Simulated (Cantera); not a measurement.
Feed: 1 mol MgO, 1.4 mol C, 0.6 mol CO, equilibrated at 1073 K and 3.80 mbar.

These are equilibrium values from Cantera (NASA tables, ideal gas, pure condensed phases), not measurements of a reactor. Candidate condensed phases: C, Mg, MgCO₃, MgO; 15 gas species. Kinetics and transport are ignored.

Base state: CO 0.999, CO₂ 0.000535 (mole fractions); condensed: C(graphite) + MgO(s).

Q: What changes in the equilibrium state with this change: temperature from 1073 K to 873 K?

A: 
| species | before | after |
|---|---|---|
| CO | 0.999 | 0.960 |
| CO₂ | 0.000535 | 0.0398 |
| C(graphite), mol | 1.40 | 1.42 |
| MgO(s), mol | 1.00 | 1.00 |
